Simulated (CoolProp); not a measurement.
Propane at 298.15 K and 0.523 MPa flows at 2.3 m/s in a round tube of 10 mm bore and 1.5 µm roughness, fully developed (64/Re and Nu = 3.66 if laminar; Colebrook and Gnielinski if turbulent). Each further row changes one setting.

The numbers come from the reference Helmholtz-energy equation of state, Lemmon 2009 in CoolProp.

| case | Reynolds number | Darcy friction factor | pressure drop (Pa/m) | heat-transfer coefficient (W/(m² K)) | mass flow (kg/h) |
|---|---|---|---|---|---|
| as stated | 28800 | 0.0241 | 65.1 | 137 | 6.64 |
| velocity 4.6 m/s | 57600 | 0.0208 | 225 | 238 | 13.3 |
| diameter 20 mm | 57600 | 0.0205 | 27.7 | 118 | 26.6 |

Viscosity comes from a separate model (Vogel 1998). Thermal conductivity comes from a separate model (Marsh 2002).
